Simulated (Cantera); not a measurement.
Input (Python, Cantera) and output of one run.

```python
import numpy as np
import cantera as ct

gas_names = """
    Fe FeO Fe(OH)2 H HO2 H2 H2O H2O2 H2S H2SO4 O OH O2 O3 S SH SO SO2 SO3 S2 S2O S8
""".split()
cond_names = """
    Fe(a) Fe(c) Fe(d) Fe(L) FeO(s) FeO(L) Fe(OH)2(s) Fe(OH)3(s) FeS(a) FeS(b) FeS(c) FeS(L) FeSO4(s)
    FeS2(s) Fe2O3(s) Fe2S3O12(s) Fe3O4(s) H2O(s) H2O(L) H2SO4(L) S(cr1) S(cr2) S(L)
""".split()


# ... load() reads the species with a 1 bar reference pressure and builds the phases ...
atoms = {
    'Fe2O3': {'Fe': 2, 'O': 3},
    'SO3': {'S': 1, 'O': 3},
    'H2O': {'H': 2, 'O': 1},
}
top_T = {'FeSO4(s)': 950, 'FeS2(s)': 1010, 'Fe2O3(s)': 1830, 'Fe2S3O12(s)': 1100, 'Fe3O4(s)': 1870}  # K; cautious upper limits of use, not melting points


# ... equilibrate(T, P, feed) seeds the gas with the atoms and calls Mixture.equilibrate('TP', solver="vcs", rtol=1e-11, max_steps=5000) ...
results = []
feed = {'Fe2O3': 1, 'SO3': 0.43, 'H2O': 0.26}  # mol
P = 10000  # Pa
for T in [1525, 1550, 1575, 1600, 1625, 1650, 1675, 1700, 1725, 1750, 1775]:
    mix = equilibrate(T, P, feed)
    results.append((T, P, feed, dict(zip(mix.species_names, mix.species_moles))))

top = {s: max(r[3][s] / sum(r[3][g] for g in gas_names) for r in results) for s in gas_names}
cols = sorted((s for s in top if top[s] > 0.001), key=lambda s: -top[s])[:8]
seen = [c for c in cond_names if any(r[3].get(c, 0) > 1e-12 for r in results)]
print("log10 of partial pressures in bar; condensed amounts in mol")
print(f"{'T/K':>10s}" + "".join(f"{s[:9]:>10s}" for s in cols + seen))
for T, P, feed, n in results:
    ng = sum(n[g] for g in gas_names)
    print(f"{T:10.4g}" + "".join(f"{np.log10(max(n[s] / ng * P / 1e5, 1e-99)):10.3f}" for s in cols)
          + "".join(f"{n.get(c, 0):10.4g}" for c in seen))
```

It prints:

```
log10 of partial pressures in bar; condensed amounts in mol
       T/K       SO2        O2       H2O       SO3        OH  Fe2O3(s)  Fe3O4(s)
      1525    -1.325    -1.626    -1.541    -3.620    -4.521         1         0
      1550    -1.325    -1.626    -1.542    -3.672    -4.431         1         0
      1575    -1.372    -1.502    -1.589    -3.708    -4.337    0.3816    0.4123
      1600    -1.398    -1.449    -1.615    -3.758    -4.253         0    0.6667
      1625    -1.398    -1.449    -1.615    -3.805    -4.171         0    0.6667
      1650    -1.398    -1.449    -1.616    -3.851    -4.092         0    0.6667
      1675    -1.398    -1.449    -1.616    -3.896    -4.015         0    0.6667
      1700    -1.398    -1.449    -1.616    -3.939    -3.940         0    0.6667
      1725    -1.398    -1.449    -1.616    -3.982    -3.868         0    0.6667
      1750    -1.398    -1.449    -1.617    -4.022    -3.798         0    0.6667
      1775    -1.398    -1.450    -1.617    -4.062    -3.729         0    0.6667
```

Method: chemical equilibrium by Gibbs-energy minimisation in Cantera with the NASA 1993 tables (ideal gas, pure condensed phases). Mutual solubility and eutectic melting of coexisting phases are not modelled.
